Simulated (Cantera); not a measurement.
Charge: 1 mol CS2, 4.8 mol H2O, 5.3 mol H2, held at 2598.15 K and 64.0 bar.

Equilibrium computed with Cantera from the NASA thermochemical tables; the gas is ideal and each condensed phase is pure. Candidate condensed phases: C, C6H6, C7H8, C8H18, H2O, H2SO4, S; 123 gas species. The ideal-gas law is rough above about 30 bar. Rates play no part.

Task: What is the equilibrium state?

Result: 
```json
{
 "x(H2)": "0.453",
 "x(H2O)": "0.310",
 "x(H2S)": "0.0949",
 "x(CO)": "0.0773",
 "x(S2)": "0.0241",
 "x(SH)": "0.0207",
 "x(CO2)": "0.00819",
 "x(SO)": "0.00350",
 "x(H)": "0.00320",
 "gas_amount": "11.61 mol",
 "log10 activity of S(l) (absent)": "-1.70",
 "log10 activity of C(graphite) (absent)": "-3.86"
}
```
